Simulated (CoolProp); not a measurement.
Vapour-liquid equilibrium of CH2F2 (R32) (1) + R143a (2) at 309.3 K; x and y are mole fractions of (1).

Computed with CoolProp (multi-fluid Helmholtz-energy mixture model, Tillner-Roth 1997 and Lemmon and Jacobsen 2000; pair parameters Bell 2016).

```
x     bubble pressure (MPa)  y at the bubble point  dew pressure at overall composition x (MPa)  liquid density (mol/L)
----  ---------------------  ---------------------  -------------------------------------------  ----------------------
0.05                  1.722                  0.068                                        1.708                   10.67
0.2                   1.865                  0.249                                        1.826                   11.32
0.35                  1.988                  0.406                                        1.944                   12.09
0.5                   2.089                  0.548                                        2.056                   13.00
0.65                  2.168                  0.682                                        2.151                   14.08
0.8                   2.223                  0.814                                        2.218                   15.38
0.95                  2.251                  0.951                                        2.251                   16.94
```

No azeotrope shows between x = 0.05 and 0.95.

Pair parameters are fitted to limited data, so mixtures are less certain than the pure fluids.
